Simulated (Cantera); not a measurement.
A Cantera script and what it prints.

```python
import numpy as np
import cantera as ct

gas_names = """
    H H2 H2S N NH NH2 NH3 N2 N2H2 N2H4 Pb PbS Pb2 S SH SN S2 S8
""".split()
cond_names = """
    Pb(cr) Pb(L) PbS(s) PbS(L) S(cr1) S(cr2) S(L)
""".split()


def load(file, names, dense=False):
    # The tables refer to 1 bar. Condensed volumes are neglected.
    table = {s.name: s for s in ct.Species.list_from_file(file)}
    out = []
    for n in names:
        d = dict(table[n].input_data)
        d["thermo"] = dict(d["thermo"], **{"reference-pressure": 1e5})
        if dense:
            d["equation-of-state"] = {"model": "constant-volume", "density": "1e6 g/cm^3"}
        out.append(ct.Species.from_dict(d))
    return out


gas = ct.Solution(thermo="ideal-gas", species=load("nasa_gas.yaml", gas_names))
cond = {s.name: ct.Solution(thermo="fixed-stoichiometry", species=[s], name=s.name)
        for s in load("nasa_condensed.yaml", cond_names, dense=True)}
atoms = {
    'PbS': {'Pb': 1, 'S': 1},
    'H2': {'H': 2},
    'N2': {'N': 2},
}
top_T = {}  # K; cautious upper limits of use, not melting points


def equilibrate(T, P, feed):
    n = {}
    for name, mol in feed.items():
        for a, k in atoms[name].items():
            n[a] = n.get(a, 0.0) + k * mol
    gas.TPX = T, P, n
    mass = sum(n.values()) * gas.mean_molecular_weight
    gas.equilibrate("TP")
    valid = [c for c in cond.values() if c.min_temp <= T <= top_T.get(c.name, c.max_temp)]
    mix = ct.Mixture([(gas, mass / gas.mean_molecular_weight)] + [(c, 0.0) for c in valid])
    mix.T, mix.P = T, P
    mix.equilibrate("TP", solver="vcs", rtol=1e-11, max_steps=5000)
    return mix


results = []
feed = {'PbS': 1, 'H2': 5.8, 'N2': 0.61}  # mol
P = 130000  # Pa
for T in [873, 973, 1073, 1173, 1273, 1373, 1473, 1573, 1673, 1773, 1873, 1973, 2073, 2173]:
    mix = equilibrate(T, P, feed)
    results.append((T, P, feed, dict(zip(mix.species_names, mix.species_moles))))

top = {s: max(r[3][s] / sum(r[3][g] for g in gas_names) for r in results) for s in gas_names}
cols = sorted((s for s in top if top[s] > 0.0001), key=lambda s: -top[s])[:5]
seen = [c for c in cond_names if any(r[3].get(c, 0) > 1e-12 for r in results)]
print("log10 of partial pressures in bar; condensed amounts in mol")
print(f"{'T/K':>10s}" + "".join(f"{s[:9]:>10s}" for s in cols + seen))
for T, P, feed, n in results:
    ng = sum(n[g] for g in gas_names)
    print(f"{T:10.4g}" + "".join(f"{np.log10(max(n[s] / ng * P / 1e5, 1e-99)):10.3f}" for s in cols)
          + "".join(f"{n.get(c, 0):10.4g}" for c in seen))
```

Output:

```
log10 of partial pressures in bar; condensed amounts in mol
       T/K        H2       PbS        N2       H2S        Pb     Pb(L)    PbS(s)
       873     0.068    -5.729    -0.909    -2.256    -6.197   0.02735    0.9726
       973     0.065    -4.374    -0.908    -1.803    -5.058   0.07756    0.9222
      1073     0.057    -3.281    -0.908    -1.445    -4.136    0.1767    0.8203
      1173     0.043    -2.383    -0.909    -1.160    -3.375    0.3399    0.6375
      1273     0.016    -1.632    -0.916    -0.939    -2.736    0.5702    0.3033
      1373    -0.006    -1.161    -0.934    -0.917    -2.193    0.6048         0
      1473    -0.006    -0.983    -0.951    -1.105    -1.725    0.3305         0
      1573    -0.013    -0.893    -0.971    -1.334    -1.325         0         0
      1673    -0.015    -0.908    -0.971    -1.309    -1.287         0         0
      1773    -0.016    -0.926    -0.972    -1.295    -1.249         0         0
      1873    -0.018    -0.947    -0.973    -1.294    -1.209         0         0
      1973    -0.019    -0.975    -0.974    -1.307    -1.167         0         0
      2073    -0.021    -1.009    -0.976    -1.332    -1.124         0         0
      2173    -0.023    -1.050    -0.978    -1.369    -1.080         0         0
```

Equilibrium computed with Cantera from the NASA thermochemical tables; the gas is ideal and each condensed phase is pure. Mutual solubility and eutectic melting of coexisting phases are not modelled. Gases not in the tables: S3 to S7.
